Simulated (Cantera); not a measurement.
Input: 1 mol SiF4, 1.8 mol HCl, 720 mol H2, 1.1 mol C2H4, at 6.80 mbar.

Cantera equilibrium calculation (NASA polynomials, part measured and part estimated; ideal gas, pure solids and liquids). Candidate condensed phases: C, C6H6, C7H8, C8H18, Si, SiC; 143 gas species. The tables' values for SiF2, SiF3 are old estimates; treat these amounts as uncertain. The numbers say what is thermodynamically allowed, not how fast it happens. All values below are at 1725 K.

Base state: H2 0.990, HF 0.00525, HCl 0.00247, H 0.00224, C2H2 (acetylene) 9.12e-5, SiF2 8.61e-5, SiF3 2.14e-5 (mole fractions); condensed: C(graphite) + SiC(s).

Problem. What changes in the equilibrium state with this change: SiF4 replaced by SiH4?

Solution. 
```
species            before    after
----------------  -------  -------
H2                  0.990    0.995
HCl               0.00247  0.00247
H                 0.00224  0.00225
HF                0.00525        0
SiF2              8.61e-5        0
SiF3              2.14e-5        0
C2H2 (acetylene)  9.12e-5  9.17e-5
C(graphite), mol     1.15     1.06
SiC(s), mol         0.915    0.997
```
